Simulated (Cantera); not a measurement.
Input: 1 mol C₆H₆, 0.17 mol O₂, 1.5 mol NH₃, equilibrated at 1827 °C and 40.0 bar.

Cantera equilibrium calculation (NASA polynomials, part measured and part estimated; ideal gas, pure solids and liquids). Candidate condensed phases: C, C₆H₆, C₇H₈, C₈H₁₈, H₂O; 136 gas species. The ideal-gas law is rough above about 30 bar. Equilibrium is a limit: real reactors are often held back by kinetics, nucleation or transport.

**Question.** What is the equilibrium state?

**Answer.** 
```json
{
  "x(H₂)": "0.812",
  "x(N₂)": "0.116",
  "x(CO)": "0.0540",
  "x(CH₄)": "0.00871",
  "x(HCN)": "0.00658",
  "x(C₂H₂ (acetylene))": "0.00117",
  "x(HNC)": "0.000444",
  "x(H)": "0.000444",
  "x(NH₃)": "0.000171",
  "n(C(graphite))": "5.54 mol",
  "gas_amount": "6.283 mol"
}
```
